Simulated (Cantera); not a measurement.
A counterflow diffusion flame at 1.00 atm, nozzles 20 mm apart: fuel side 100 % CH₄ at 500 K, oxidiser side 26.0 % O₂, 74.0 % N₂ at 523 K, fuel mass flux 0.71 times the oxidiser's; mixture-averaged transport, no radiation.

Detailed kinetics in Cantera: GRI-Mech 3.0 (53 species, 325 reactions). GRI-Mech 3.0 has no aromatics or soot, which form on the fuel side of real flames. The maximum strain rate includes the flame's own expansion and is several times the mean.

x: mole fraction; the columns are a selection and need not sum to one.

| oxidiser flux (kg/m²/s) | max strain (1/s) | mean strain (1/s) | T max (K) | peak x OH | peak x H | peak x NO | peak x CO | peak x C₂H₂ |
|---|---|---|---|---|---|---|---|---|
| 0.25 | 210 | 41.2 | 2331 | 0.0138 | 0.00622 | 0.000535 | 0.0858 | 0.0212 |
| 0.41 | 323 | 67.5 | 2301 | 0.0138 | 0.00664 | 0.000458 | 0.0829 | 0.0200 |
| 0.67 | 499 | 110 | 2279 | 0.0136 | 0.00704 | 0.000398 | 0.0804 | 0.0189 |
| 1.1 | ? | 181 | 2260 | 0.0135 | 0.00747 | ? | 0.0784 | 0.0177 |
| 1.8 | 1220 | 296 | 2236 | 0.0131 | 0.00778 | 0.000277 | 0.0765 | 0.0162 |
| 2.9 | ? | 477 | 2206 | 0.0125 | 0.00791 | ? | 0.0750 | ? |
| 4.7 | 2950 | 774 | 2168 | 0.0115 | 0.00781 | 0.000143 | 0.0740 | 0.0123 |

Complete the blanks.


- 1.1, max strain (1/s): 780
- 1.1, peak x NO: 0.000341
- 2.9, max strain (1/s): 1890
- 2.9, peak x NO: 0.000211
- 2.9, peak x C₂H₂: 0.0145
